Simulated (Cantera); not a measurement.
## Premixed flame

A freely propagating, adiabatic, planar premixed flame of H₂ : O₂ : N₂ = 1 : 0.179 : 0.671 (molar parts), unburnt at 325 K and 1.01 bar; mixture-averaged transport, grid criteria slope 0.08 and curve 0.16, no radiation.

Cantera simulation using the H2/O2 subset of GRI-Mech 3.0, which has no nitrogen chemistry; the numbers are that mechanism's predictions, not measurements. Burning velocities carry a grid error of a few per cent, more on coarse grids.

| z (mm) | T (K) | u (m/s) | x H₂ | x O₂ | x H | x HO₂ | x H₂O | x OH |
|---|---|---|---|---|---|---|---|---|
| -1.10 | 325 | 2.78 | 0.541 | 0.0968 | <1e-8 | <1e-8 | <1e-8 | <1e-8 |
| -0.736 | 325 | 2.78 | 0.541 | 0.0968 | <1e-8 | <1e-8 | <1e-8 | <1e-8 |
| -0.552 | 325 | 2.78 | 0.541 | 0.0968 | <1e-8 | 1.02e-8 | 8.05e-8 | <1e-8 |
| -0.368 | 326 | 2.78 | 0.540 | 0.0968 | <1e-8 | 3.80e-7 | 2.58e-6 | <1e-8 |
| -0.184 | 371 | 3.13 | 0.533 | 0.0977 | 1.15e-5 | 0.000173 | 0.00107 | 1.92e-5 |
| -0.0921 | 648 | 5.30 | 0.503 | 0.0912 | 0.00297 | 0.000251 | 0.0228 | 0.000525 |
| 0 | 1005 | 8.02 | 0.449 | 0.0692 | 0.0185 | 9.22e-5 | 0.0746 | 0.000554 |
| 0.0921 | 1259 | 9.99 | 0.391 | 0.0346 | 0.0400 | 3.82e-5 | 0.142 | 0.000962 |
| 0.184 | 1393 | 11.0 | 0.360 | 0.0115 | 0.0511 | 1.21e-5 | 0.186 | 0.000982 |
| 0.368 | 1500 | 11.9 | 0.350 | 0.000999 | 0.0498 | 9.78e-7 | 0.206 | 0.000883 |
| 0.736 | 1587 | 12.5 | 0.356 | 4.39e-5 | 0.0394 | 4.48e-8 | 0.210 | 0.000872 |
| 1.47 | 1668 | 13.0 | 0.364 | 1.28e-5 | 0.0281 | 1.58e-8 | 0.211 | 0.000771 |
| 2.95 | 1734 | 13.5 | 0.370 | 6.08e-6 | 0.0184 | <1e-8 | 0.212 | 0.000593 |
x: mole fraction of selected species; z is measured from the peak of heat release.

- laminar burning velocity = 278 cm/s
- thermal thickness = 0.368 mm
- peak x(H) = 0.0525
- peak x(HO₂) = 0.000401
- peak x(OH) = 0.00102
- grid points = 122
